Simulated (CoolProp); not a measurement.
Model: reference Helmholtz-energy equation of state, Bücker 2006, in CoolProp.

### Question
For ethane, give the phase and the viscosity (µPa s), conductivity (mW/(m K)) at -97.05 °C and 0.0121 MPa; -48.35 °C and 0.25 MPa; -160.95 °C and 4.92 MPa.

### Answer
- -97.05 °C and 0.0121 MPa: gas; viscosity 5.61, conductivity 8.59
- -48.35 °C and 0.25 MPa: gas; viscosity 7.17, conductivity 13.2
- -160.95 °C and 4.92 MPa: liquid; viscosity 616, conductivity 240

Viscosity comes from a separate model (Friend 1991). Thermal conductivity comes from a separate model (Friend 1991).
